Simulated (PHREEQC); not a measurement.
## Alkaline etch or developer

Make-up at 20 °C: 0.5 mol/kgw TMAH, 0.00039 mol/kgw K2SiO3 and 0.31 mol/kgw (CH3)4NCl. Closed to the air; pH follows from the charge balance.

Equilibrium calculation in PHREEQC: ion-association model, wateq4f.dat.

No solid was allowed to form.

What pH does the model give?

pH 13.65.

In which forms is Si present?

H2SiO4-2 87 %, H3SiO4- 13 % of the Si.

The ionic strength is past about 0.7 mol/kgw, beyond the range of this activity model, so the values are rough. (CH3)4N+ isn't in the database: it is added as a free cation with an ion size of 4 Å.
